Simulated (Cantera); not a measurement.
Charge: 1 mol PbO, 14 mol CO, 0.29 mol N₂, held at 1177 °C and 56000 Pa.

Equilibrium computed with Cantera from the NASA thermochemical tables; the gas is ideal and each condensed phase is pure. Candidate condensed phases: C, Pb, PbO, PbO₂, Pb₃O₄; 27 gas species. Kinetics and transport are ignored.

Base state: CO 0.886, CO₂ 0.0681, Pb 0.0266, N₂ 0.0198 (mole fractions); condensed: Pb(l).

**Question.** What changes in the equilibrium state with this change: PbO replaced by Fe₃O₄?

**Answer.** 
```tsv
species	before	after
CO	0.886	0.839
CO₂	0.0681	0.140
N₂	0.0198	0.0203
Pb	0.0266	0
Pb(l), mol	0.609	0
Fe(γ), mol	0	1.00
FeO(s), mol	0	2.00
```
Mutual solubility and eutectic melting of coexisting phases are not modelled. The tables' stoichiometric FeO is somewhat more stable than real wüstite, so its field is too wide. FeO: taken at fixed stoichiometry. Further candidate phases: Fe, Fe(CO)₅, FeO, Fe₂O₃, Fe₃O₄.
